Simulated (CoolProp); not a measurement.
Vapour-liquid equilibrium of ethane (1) + propane (2) at -40.65 °C; x and y are mole fractions of (1).

Computed with CoolProp (multi-fluid Helmholtz-energy mixture model, Bücker 2006 and Lemmon 2009; pair parameters Kunz 2012).

```csv
x,"bubble pressure, mixture model (bar)","bubble pressure, Raoult's law (bar)","y, mixture model","y, Raoult's law"
0.05,1.375,1.407,0.245,0.270
0.125,?,1.897,0.463,0.502
0.2,2.252,2.386,0.598,0.638
0.275,2.696,2.876,?,0.728
0.35,3.148,3.366,0.758,0.791
0.425,3.611,3.855,0.810,0.839
0.5,?,4.345,0.852,0.876
0.575,?,4.835,0.886,0.905
0.65,5.084,5.325,0.914,0.929
0.725,?,5.814,?,0.949
0.8,?,6.304,0.958,0.966
0.875,6.681,6.794,0.976,0.980
0.95,7.235,7.284,0.991,0.993
```

Q: Some entries are withheld; supply them.

A: 
- 0.125, bubble pressure, mixture model (bar): 1.813
- 0.275, y, mixture model: 0.690
- 0.5, bubble pressure, mixture model (bar): 4.088
- 0.575, bubble pressure, mixture model (bar): 4.578
- 0.725, bubble pressure, mixture model (bar): 5.603
- 0.725, y, mixture model: 0.938
- 0.8, bubble pressure, mixture model (bar): 6.136

The largest gap from Raoult's law is -6.5 % in bubble pressure, at x = 0.35. No azeotrope shows between x = 0.05 and 0.95.

The pair parameters rest on a limited set of measurements; away from them the model extrapolates.
